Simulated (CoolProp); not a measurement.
Saturation properties of n-undecane (Tc = 365.7 °C, pc = 19.90 bar, ω = 0.539).

Computed with CoolProp (reference Helmholtz-energy equation of state, Aleksandrov 2011). It is a short technical equation, of lower accuracy than the large ones.

```
T (°C)  p (bar)  liquid cp (kJ/(kg K))  vapour Z  surface tension (mN/m)
------  -------  ---------------------  --------  ----------------------
156.85   0.3501                  2.719       [?]                    12.7
160.55   0.3913                  2.734    0.9640                    12.4
164.35   0.4376                  2.750    0.9611                    12.1
168.05   0.4868                  2.765    0.9582                    11.8
171.85   0.5419                  2.781       [?]                    11.5
175.65      [?]                  2.797    0.9517                     [?]
179.35   0.6651                  2.813    0.9482                    10.9
183.15      [?]                  2.829    0.9446                    10.6
186.85   0.8097                  2.844    0.9408                    10.4
190.65      [?]                  2.861       [?]                    10.1
194.35   0.9781                  2.876    0.9326                    9.78
198.15    1.073                  2.893    0.9282                     [?]
```

Task: What belongs in the gaps?

Result: 
- 156.85, vapour Z: 0.9667
- 171.85, vapour Z: 0.9550
- 175.65, p (bar): 0.6018
- 175.65, surface tension (mN/m): 11.2
- 183.15, p (bar): 0.7356
- 190.65, p (bar): 0.8919
- 190.65, vapour Z: 0.9367
- 198.15, surface tension (mN/m): 9.50

It boils at 195.8 °C under 1 atm.

Surface tension comes from a separate correlation (Mulero 2014).
